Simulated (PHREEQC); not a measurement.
# Nickel, zinc or cadmium bath (model solution)

Make-up at 62 °C: 4.3 mmol/kgw CdCl2 and 11 mmol/kgw NaCl. Closed to the air; pH follows from the charge balance.

Equilibrium calculation in PHREEQC: ion-association model, phreeqc.dat.

Precipitation was switched off in this run.

Problem. Predict the pH, ionic strength.

Solution. pH 5.79; ionic strength 0.0193 mol/kgw.

Problem. In which forms is Cd present?

Solution. CdCl+ 49 %, Cd+2 48 %, CdCl2 2.9 % of the Cd.

Complexes and solids missing from the database can't appear. Away from 25 °C the constants follow the database's enthalpies or fits; those with neither stay at their 25 °C values.
